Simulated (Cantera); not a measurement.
A closed system holds: 1 mol CH₃OH, 2.1 mol H₂O, 1.8 mol N₂, equilibrated at 2425 K and 0.480 Torr.

These are equilibrium values from Cantera (NASA tables, ideal gas, pure condensed phases), not measurements of a reactor. Candidate condensed phases: C, C₆H₆, C₇H₈, C₈H₁₈, H₂O; 136 gas species. Equilibrium is a limit: real reactors are often held back by kinetics, nucleation or transport.

### Question
What is the equilibrium state?

### Answer
| Quantity | Result |
|---|---|
| x(H) | 0.297 |
| x(N₂) | 0.201 |
| x(H₂) | 0.176 |
| x(H₂O) | 0.118 |
| x(CO) | 0.101 |
| x(O) | 0.0426 |
| x(OH) | 0.0379 |
| x(O₂) | 0.0119 |
| x(CO₂) | 0.0114 |
| gas amount | 8.880 mol |
| log10 activity of C(graphite) (absent) | -8.55 |
